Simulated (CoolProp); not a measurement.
R245ca at 298.15 K and 0.0346 MPa is compressed adiabatically to 0.0741 MPa with isentropic efficiency 0.7. Each further row changes one setting.

Values from CoolProp's reference Helmholtz-energy equation of state, Zhou 2016.

```csv
case,work (kJ/kg),final temperature (K),final density (kg/m³)
as stated,…,321.1,…
efficiency 1,…,…,…
efficiency 0.65,…,…,…
```

Task: Fill in the missing entries.

Result: 
- as stated, work (kJ/kg): 20.3
- as stated, final density (kg/m³): 3.80
- efficiency 1, work (kJ/kg): 14.2
- efficiency 1, final temperature (K): 314.6
- efficiency 1, final density (kg/m³): 3.89
- efficiency 0.65, work (kJ/kg): 21.9
- efficiency 0.65, final temperature (K): 322.7
- efficiency 0.65, final density (kg/m³): 3.78
